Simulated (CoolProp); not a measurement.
n-perfluoropentane along the isobar 94.5 bar: Z from the reference equation and from simpler models built on Tc = 147.9 °C, pc = 20.63 bar, ω = 0.436; each cubic takes its own stable root.

The numbers come from the reference Helmholtz-energy equation of state, Gao 2022 in CoolProp.

```tsv
T (°C)	phase	reference	van der Waals	Redlich-Kwong	Soave-Redlich-Kwong	Peng-Robinson
48.65	liquid	0.6426	0.9709	0.7020	0.6748	0.6004
54.65	liquid	0.6380	0.9595	0.6963	?	0.5959
60.55	liquid	0.6339	?	0.6912	0.6652	0.5919
66.45	liquid	0.6302	0.9386	?	?	0.5885
72.45	liquid	0.6269	0.9288	0.6821	0.6577	?
78.35	liquid	0.6240	0.9195	0.6782	?	0.5829
84.25	liquid	0.6215	0.9108	0.6747	0.6523	0.5809
90.25	liquid	0.6193	0.9023	0.6715	0.6503	0.5794
96.15	liquid	0.6176	0.8943	0.6687	0.6489	0.5783
102.15	liquid	0.6163	?	0.6662	0.6479	0.5778
108.05	liquid	?	0.8795	0.6642	0.6475	0.5778
```

Task: Some entries are withheld; supply them.

Result: 
- 54.65, Soave-Redlich-Kwong: 0.6697
- 60.55, van der Waals: 0.9488
- 66.45, Redlich-Kwong: 0.6865
- 66.45, Soave-Redlich-Kwong: 0.6612
- 72.45, Peng-Robinson: 0.5854
- 78.35, Soave-Redlich-Kwong: 0.6547
- 102.15, van der Waals: 0.8866
- 108.05, reference: 0.6154
